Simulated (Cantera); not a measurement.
Charge: 1 mol FeS2, 1.4 mol H2S, 8.7 mol O2, equilibrated at 1.40 bar.

Equilibrium computed with Cantera from the NASA thermochemical tables; the gas is ideal and each condensed phase is pure. Candidate condensed phases: Fe, FeO, Fe(OH)2, Fe(OH)3, FeS, FeSO4, FeS2, Fe2O3, Fe2(SO4)3, Fe3O4, H2O, H2SO4, S; 22 gas species. Equilibrium is a limit: real reactors are often held back by kinetics, nucleation or transport.

Q: At 350 °C, list the 5 most abundant gas species with their mole fractions, and the condensed phases.

A: O2 0.460, SO3 0.240, H2SO4 0.166, H2O 0.133, SO2 0.000128. Condensed: Fe2(SO4)3(s).
